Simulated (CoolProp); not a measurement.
A Linde-Hampson liquefier for carbon monoxide: isothermal reversible compression at 230 K from 1 atm to 40 MPa, throttling to 1 atm, return gas leaving the recuperator 10 K below the feed. Each further row changes one setting.

Computed with CoolProp (reference Helmholtz-energy equation of state, Lemmon 2006). It is a short technical equation, of lower accuracy than the large ones.

| case | liquid yield per pass | compression work (kJ/kg of gas) |
|---|---|---|
| as stated | 0.186 | 399 |
| high pressure 80 MPa | 0.131 | 472 |
| warm-end temperature 260 K | 0.133 | 460 |
| warm-end gap 15 K | 0.174 | 399 |
